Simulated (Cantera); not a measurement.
# Aluminium nitride and oxide growth: Al(CH3)3 + N2

Feed: 1 mol Al(CH3)3, 0.91 mol N2, at 33.0 Pa.

Cantera equilibrium calculation (NASA polynomials, part measured and part estimated; ideal gas, pure solids and liquids). Candidate condensed phases: Al, AlN, C, C6H6, C7H8, C8H18; 97 gas species. The feed counts by its element totals alone. Equilibrium is a limit: real reactors are often held back by kinetics, nucleation or transport.

```json
[
 {"T (°C)": "1525", "x H2": "0.717", "x Al": "0.132", "x N2": "0.132", "x H": "0.0164", "x HCN": "0.00187", "n AlN(s)": "0.178", "n C(graphite)": "2.99"},
 {"T (°C)": "1550", "x H2": "0.684", "x Al": "0.154", "x N2": "0.140", "x H": "0.0197", "x HCN": "0.00212", "n AlN(s)": "0", "n C(graphite)": "2.98"},
 {"T (°C)": "1575", "x H2": "0.680", "x Al": "0.153", "x N2": "0.139", "x H": "0.0241", "x HCN": "0.00237", "n AlN(s)": "0", "n C(graphite)": "2.98"},
 {"T (°C)": "1600", "x H2": "0.675", "x Al": "0.153", "x N2": "0.139", "x H": "0.0292", "x HCN": "0.00264", "n AlN(s)": "0", "n C(graphite)": "2.98"},
 {"T (°C)": "1625", "x H2": "0.670", "x Al": "0.153", "x N2": "0.138", "x H": "0.0352", "x HCN": "0.00294", "n AlN(s)": "0", "n C(graphite)": "2.98"},
 {"T (°C)": "1650", "x H2": "0.664", "x Al": "0.152", "x N2": "0.137", "x H": "0.0423", "x HCN": "0.00325", "n AlN(s)": "0", "n C(graphite)": "2.97"},
 {"T (°C)": "1675", "x H2": "0.657", "x Al": "0.151", "x N2": "0.137", "x H": "0.0504", "x HCN": "0.00358", "n AlN(s)": "0", "n C(graphite)": "2.97"},
 {"T (°C)": "1700", "x H2": "0.649", "x Al": "0.151", "x N2": "0.136", "x H": "0.0598", "x HCN": "0.00393", "n AlN(s)": "0", "n C(graphite)": "2.97"},
 {"T (°C)": "1725", "x H2": "0.639", "x Al": "0.150", "x N2": "0.135", "x H": "0.0706", "x HCN": "0.00429", "n AlN(s)": "0", "n C(graphite)": "2.96"}
]
```
x: gas mole fraction; n: condensed amount in mol.

At 1525 °C the condensed part is AlN(s) + C(graphite). From 1550 °C to 1725 °C the condensed part is C(graphite). The main Al-bearing gas is Al throughout.
